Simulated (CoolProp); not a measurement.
A closed Brayton cycle with nitrogen: compressor inlet 324.15 K and 5.9 MPa, high pressure 13.8 MPa, turbine inlet 745 K, compressor efficiency 0.8, turbine efficiency 0.85, recuperator effectiveness 0.95 (on enthalpy, no pinch check). Each further row changes one setting.

Computed with CoolProp (reference Helmholtz-energy equation of state, Span 2000).

| case | thermal efficiency (%) | net work (kJ/kg) | compressor to turbine work | compressor exit (K) | turbine exit (K) |
|---|---|---|---|---|---|
| as stated | 17.9 | 28.9 | 0.81 | 436.5 | 614.1 |
| turbine inlet 695 K | 12.6 | 18.9 | 0.86 | 436.5 | 571.6 |
| compressor inlet 334.15 K | 15.6 | 25.0 | 0.83 | 449.9 | 614.1 |
| high pressure 11.7 MPa | 20.6 | 28.4 | 0.77 | 412.4 | 637.5 |
| recuperator effectiveness 0.5 | 11.6 | 28.9 | 0.81 | 436.5 | 614.1 |
